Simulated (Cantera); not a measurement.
## Hydrocarbon pyrolysis for carbon deposition

An isothermal, constant-pressure homogeneous reactor starts with 3.33 % CH4, 96.7 % N2, at 1450 K and 290 Pa.

Model: GRI-Mech 3.0 (53 species, 325 reactions), integrated in Cantera. GRI-Mech 3.0 stops at C3 and has no aromatics, soot or wall deposition, so with more carbon than oxygen in the feed, carbon stays in small species such as C2H2 where larger ones or solid carbon would form. Radical loss at walls, strong at low pressure, is not modelled.

```json
[
 {"t (s)": "3.00e-6", "x CH4": "0.0333", "x CH2": "<1e-12", "x H": "3.50e-11", "x C2H6": "<1e-12", "x C2H4": "<1e-12"},
 {"t (s)": "1.09e-5", "x CH4": "0.0333", "x CH2": "<1e-12", "x H": "1.26e-10", "x C2H6": "<1e-12", "x C2H4": "<1e-12"},
 {"t (s)": "3.93e-5", "x CH4": "0.0333", "x CH2": "<1e-12", "x H": "4.46e-10", "x C2H6": "<1e-12", "x C2H4": "<1e-12"},
 {"t (s)": "0.000142", "x CH4": "0.0333", "x CH2": "<1e-12", "x H": "1.49e-9", "x C2H6": "<1e-12", "x C2H4": "<1e-12"},
 {"t (s)": "0.000516", "x CH4": "0.0333", "x CH2": "<1e-12", "x H": "4.09e-9", "x C2H6": "<1e-12", "x C2H4": "<1e-12"},
 {"t (s)": "0.00187", "x CH4": "0.0333", "x CH2": "<1e-12", "x H": "6.85e-9", "x C2H6": "<1e-12", "x C2H4": "<1e-12"},
 {"t (s)": "0.00676", "x CH4": "0.0333", "x CH2": "<1e-12", "x H": "7.20e-9", "x C2H6": "<1e-12", "x C2H4": "<1e-12"},
 {"t (s)": "0.0245", "x CH4": "0.0333", "x CH2": "<1e-12", "x H": "7.20e-9", "x C2H6": "4.22e-12", "x C2H4": "2.12e-11"},
 {"t (s)": "0.0887", "x CH4": "0.0333", "x CH2": "5.47e-12", "x H": "7.24e-9", "x C2H6": "1.83e-10", "x C2H4": "1.07e-9"},
 {"t (s)": "0.321", "x CH4": "0.0333", "x CH2": "6.63e-11", "x H": "7.83e-9", "x C2H6": "6.09e-9", "x C2H4": "5.11e-8"},
 {"t (s)": "1.16", "x CH4": "0.0333", "x CH2": "8.18e-10", "x H": "1.56e-8", "x C2H6": "1.28e-7", "x C2H4": "2.35e-6"},
 {"t (s)": "4.21", "x CH4": "0.0330", "x CH2": "8.98e-9", "x H": "1.41e-7", "x C2H6": "1.75e-6", "x C2H4": "9.29e-5"},
 {"t (s)": "15.3", "x CH4": "0.0279", "x CH2": "3.64e-8", "x H": "2.59e-6", "x C2H6": "6.33e-6", "x C2H4": "0.000897"},
 {"t (s)": "55.2", "x CH4": "0.0153", "x CH2": "2.29e-8", "x H": "8.58e-6", "x C2H6": "1.83e-6", "x C2H4": "0.000184"},
 {"t (s)": "200", "x CH4": "0.00476", "x CH2": "1.24e-8", "x H": "1.73e-5", "x C2H6": "2.56e-7", "x C2H4": "1.90e-5"}
]
```
x: mole fraction; the columns are a selection and need not sum to one.

Equilibrium at this temperature and pressure: CH4 2.59e-6, CH2 2.62e-11, H 3.89e-5, C2H6 <1e-12, C2H4 2.14e-7 (gas phase only).
